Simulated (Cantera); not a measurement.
**Stirred combustor or abatement burner**

A perfectly stirred reactor is fed with 5.80 % CH3OH, 7.25 % O2, 87.0 % N2, at 540000 Pa; it is adiabatic with a 500 K inlet, and is followed from long to short residence time, starting on the burning branch (τ in s: 0.05, 0.024, 0.012, 0.0055, 0.0027, 0.0013, 0.00061, 0.0003, 0.00014, 6.8e-05).

Computed with Cantera and GRI-Mech 3.0 (53 species, 325 reactions). GRI-Mech 3.0 was tuned for natural gas; its chemistry of methanol as a main component is partial and can be far from experiment.

```
τ (s)    T (K)  x CH3OH      x O2   x CO2     x CH4    x HCO     x NO2     x C2H
-------  -----  -------  --------  ------  --------  -------  --------  --------
0.050     1382  1.39e-5  0.000384  0.0408   4.88e-5  7.02e-8  2.26e-10  2.79e-12
0.024     1378  2.40e-5  0.000651  0.0400   7.27e-5  1.28e-7  3.88e-10  3.83e-12
0.012     1371  4.10e-5   0.00108  0.0386   9.87e-5  2.35e-7  6.26e-10  4.20e-12
0.0055    1355  8.29e-5   0.00205  0.0360  0.000120  4.84e-7   1.03e-9  2.94e-12
0.0027     500   0.0580    0.0725  <1e-12    <1e-12   <1e-12    <1e-12    <1e-12
0.0013     500   0.0580    0.0725  <1e-12    <1e-12   <1e-12    <1e-12    <1e-12
0.00061    500   0.0580    0.0725  <1e-12    <1e-12   <1e-12    <1e-12    <1e-12
0.00030    500   0.0580    0.0725  <1e-12    <1e-12   <1e-12    <1e-12    <1e-12
0.00014    500   0.0580    0.0725  <1e-12    <1e-12   <1e-12    <1e-12    <1e-12
6.8e-5     500   0.0580    0.0725  <1e-12    <1e-12   <1e-12    <1e-12    <1e-12
```
x: mole fraction; the columns are a selection and need not sum to one.
